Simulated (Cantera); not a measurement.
# Premixed flame

A freely propagating, adiabatic, planar premixed flame of 16.6 % H2, 14.1 % O2, 52.9 % N2, 16.4 % H2O, unburnt at 723 K and 0.133 bar; mixture-averaged transport, grid criteria slope 0.08 and curve 0.16, no radiation.

Computed with Cantera and the H2/O2 subset of GRI-Mech 3.0, which has no nitrogen chemistry. Burning velocities carry a grid error of a few per cent, more on coarse grids. Lean hydrogen flames are cellular in practice and burn faster than this planar one.

| z (mm) | T (K) | u (m/s) | x H2 | x O2 | x H2O | x H | x O | x OH |
|---|---|---|---|---|---|---|---|---|
| -19.1 | 723 | 5.70 | 0.166 | 0.141 | 0.164 | <1e-8 | <1e-8 | <1e-8 |
| -12.7 | 723 | 5.70 | 0.166 | 0.141 | 0.164 | <1e-8 | <1e-8 | <1e-8 |
| -9.55 | 723 | 5.70 | 0.166 | 0.141 | 0.164 | <1e-8 | <1e-8 | <1e-8 |
| -6.36 | 723 | 5.70 | 0.166 | 0.141 | 0.164 | 4.01e-7 | 2.43e-8 | <1e-8 |
| -3.18 | 731 | 5.76 | 0.164 | 0.140 | 0.165 | 0.000253 | 1.57e-5 | 2.74e-5 |
| -1.59 | 823 | 6.41 | 0.145 | 0.137 | 0.178 | 0.00402 | 0.000348 | 0.000315 |
| 0 | 1080 | 8.24 | 0.0777 | 0.111 | 0.236 | 0.0226 | 0.00420 | 0.00225 |
| 1.59 | 1292 | 9.74 | 0.0280 | 0.0794 | 0.293 | 0.0309 | 0.00914 | 0.00613 |
| 3.18 | 1398 | 10.5 | 0.0205 | 0.0724 | 0.307 | 0.0257 | 0.00949 | 0.00803 |
| 6.36 | 1513 | 11.3 | 0.0177 | 0.0692 | 0.317 | 0.0175 | 0.00818 | 0.00948 |
| 12.7 | 1623 | 12.0 | 0.0140 | 0.0666 | 0.327 | 0.0103 | 0.00620 | 0.0101 |
| 25.5 | 1718 | 12.6 | 0.00969 | 0.0645 | 0.337 | 0.00513 | 0.00411 | 0.00968 |
| 50.9 | 1791 | 13.0 | 0.00563 | 0.0633 | 0.346 | 0.00205 | 0.00231 | 0.00812 |
x: mole fraction of selected species; z is measured from the peak of heat release.

```json
{
 "laminar_burning_velocity": "570 cm/s",
 "thermal_thickness": "6.36 mm",
 "peak x(H)": "0.0312",
 "peak x(O)": "0.00961",
 "peak x(OH)": "0.0102",
 "grid_points": "115"
}
```
